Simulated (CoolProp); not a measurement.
A closed Brayton cycle with carbon dioxide: compressor inlet 321.15 K and 8.1 MPa, high pressure 18.8 MPa, turbine inlet 915 K, compressor efficiency 0.85, turbine efficiency 0.93, recuperator effectiveness 0 (on enthalpy, no pinch check). Each further row changes one setting.

Values from CoolProp's reference Helmholtz-energy equation of state, Span 1996.

```
case                           thermal efficiency (%)  net work (kJ/kg)  compressor to turbine work  compressor exit (K)  turbine exit (K)
-----------------------------  ----------------------  ----------------  --------------------------  -------------------  ----------------
as stated                                        13.1              89.1                        0.31                389.6             803.8
turbine inlet 865 K                              13.2               ___                         ___                389.6             757.8
compressor inlet 331.15 K                        12.8               ___                         ___                  ___             803.8
high pressure 16 MPa                             10.8              74.4                         ___                376.1               ___
recuperator effectiveness 0.5                     ___              89.1                        0.31                389.6             803.8
```

**Question.** What belongs in the gaps?

**Answer.** 
- turbine inlet 865 K, net work (kJ/kg): 81.5
- turbine inlet 865 K, compressor to turbine work: 0.33
- compressor inlet 331.15 K, net work (kJ/kg): 83.3
- compressor inlet 331.15 K, compressor to turbine work: 0.35
- compressor inlet 331.15 K, compressor exit (K): 405.2
- high pressure 16 MPa, compressor to turbine work: 0.30
- high pressure 16 MPa, turbine exit (K): 824.5
- recuperator effectiveness 0.5, thermal efficiency (%): 20.2
